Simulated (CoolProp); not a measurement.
Saturation properties of sulfur dioxide (Tc = 430.6 K, pc = 7.887 MPa, ω = 0.256).

Model: reference Helmholtz-energy equation of state, Gao 2016, in CoolProp.

| T (K) | p (MPa) | liquid density (kg/m³) | enthalpy of vaporisation (kJ/kg) | liquid cp (kJ/(kg K)) | vapour Z | surface tension (mN/m) |
|---|---|---|---|---|---|---|
| 229.8 | 0.01764 | 1547 | 417.9 | 1.362 | 0.9919 | [?] |
| 237.7 | 0.02813 | 1527 | 411.3 | 1.359 | 0.9887 | 33.5 |
| 245.6 | 0.04332 | 1507 | 404.7 | 1.358 | 0.9846 | 32.0 |
| 253.5 | 0.06462 | 1487 | 398.0 | 1.359 | 0.9797 | 30.4 |
| 261.4 | 0.09370 | 1466 | 391.1 | 1.361 | 0.9737 | 28.8 |
| 269.4 | 0.1330 | 1445 | 383.9 | 1.364 | 0.9666 | 27.3 |
| 277.3 | [?] | 1424 | 376.7 | 1.370 | 0.9584 | 25.7 |
| 285.2 | 0.2486 | 1403 | 369.2 | 1.377 | 0.9491 | 24.2 |
| 293.1 | 0.3301 | 1381 | 361.5 | 1.386 | 0.9384 | 22.6 |
| 301 | 0.4309 | 1359 | 353.4 | 1.397 | [?] | 21.1 |
| 308.9 | 0.5539 | 1336 | 345.0 | 1.410 | 0.9131 | 19.6 |
| 316.9 | 0.7041 | 1312 | 336.2 | 1.427 | 0.8981 | 18.0 |
| 324.8 | 0.8809 | 1288 | 327.0 | 1.447 | 0.8818 | 16.5 |

Question: Complete the blanks.

Answer: 
- 229.8, surface tension (mN/m): 35.1
- 277.3, p (MPa): 0.1837
- 301, vapour Z: 0.9265

It boils at 263.1 K under 1 atm.

Surface tension comes from a separate correlation (Mulero 2012).
